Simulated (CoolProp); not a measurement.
Vapour-liquid equilibrium of CH2F2 (R32) (1) + R134a (2) at 0.108 MPa; x and y are mole fractions of (1).

Computed with CoolProp (multi-fluid Helmholtz-energy mixture model, Tillner-Roth 1997 and Tillner-Roth 1994; pair parameters Lemmon 2004).

```tsv
x	bubble temperature (K)	y at the bubble point	dew temperature at overall composition x (K)	liquid density (mol/L)
0.05	?	0.143	247.7	13.78
0.2	?	0.447	?	14.83
0.35	235.6	0.638	?	15.98
0.5	231.8	0.767	239.0	17.26
0.65	228.6	0.860	235.2	18.73
0.8	225.9	0.930	?	20.45
0.95	223.5	0.984	225.1	22.48
```

Q: Complete the blanks.

A: 
- 0.05, bubble temperature (K): 246.1
- 0.2, bubble temperature (K): 240.2
- 0.2, dew temperature at overall composition x (K): 245.1
- 0.35, dew temperature at overall composition x (K): 242.2
- 0.8, dew temperature at overall composition x (K): 230.7

No azeotrope shows between x = 0.05 and 0.95.

Pair parameters are fitted to limited data, so mixtures are less certain than the pure fluids.
